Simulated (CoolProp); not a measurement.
Vapour-liquid equilibrium of n-heptane (1) + o-xylene (2) at 418.2 K; x and y are mole fractions of (1).

Computed with CoolProp (multi-fluid Helmholtz-energy mixture model, Span 2003 and Zhou 2012; pair parameters Bell 2016).

```csv
x,"bubble pressure, mixture model (MPa)","bubble pressure, Raoult's law (MPa)","y, mixture model","y, Raoult's law"
0.05,0.1193,0.1147,(withheld),0.146
0.15,0.1485,0.1379,0.392,0.364
0.25,(withheld),0.1611,0.532,0.520
0.35,(withheld),0.1842,0.632,0.636
0.45,(withheld),0.2074,0.710,0.726
0.55,0.2421,0.2306,0.775,0.799
0.65,(withheld),0.2537,(withheld),0.858
0.75,0.2831,0.2769,(withheld),0.907
0.85,0.3036,0.3001,0.931,0.948
0.95,(withheld),0.3232,0.977,0.984
```

Question: Complete the blanks.

Answer: 
- 0.05, y, mixture model: 0.171
- 0.25, bubble pressure, mixture model (MPa): 0.1747
- 0.35, bubble pressure, mixture model (MPa): 0.1985
- 0.45, bubble pressure, mixture model (MPa): 0.2208
- 0.65, bubble pressure, mixture model (MPa): 0.2627
- 0.65, y, mixture model: 0.831
- 0.75, y, mixture model: 0.883
- 0.95, bubble pressure, mixture model (MPa): 0.3243

The largest gap from Raoult's law is +8.4 % in bubble pressure, at x = 0.25. No azeotrope shows between x = 0.05 and 0.95.

The pair parameters rest on a limited set of measurements; away from them the model extrapolates.
